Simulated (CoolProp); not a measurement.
Vapour-liquid equilibrium of n-heptane (1) + n-dodecane (2) at 464.4 K; x and y are mole fractions of (1).

The numbers come from the multi-fluid Helmholtz-energy mixture model, Span 2003 and Lemmon 2004; pair parameters Bell 2016 in CoolProp.

```csv
x,bubble pressure (kPa),y at the bubble point,dew pressure at overall composition x (kPa),liquid density (mol/L)
0.05,83.90,0.378,56.35,3.681
0.2,183.7,0.745,66.34,3.874
0.35,293.2,0.861,80.58,…
0.5,408.8,0.917,…,4.302
0.65,…,0.951,…,4.534
0.8,655.1,0.974,223.3,4.774
0.95,791.7,0.994,526.0,…
```

Task: Fill in the missing entries.

Result: 
- 0.35, liquid density (mol/L): 4.081
- 0.5, dew pressure at overall composition x (kPa): 102.5
- 0.65, bubble pressure (kPa): 529.1
- 0.65, dew pressure at overall composition x (kPa): 140.6
- 0.95, liquid density (mol/L): 5.009

No azeotrope shows between x = 0.05 and 0.95.

The pair parameters rest on a limited set of measurements; away from them the model extrapolates.
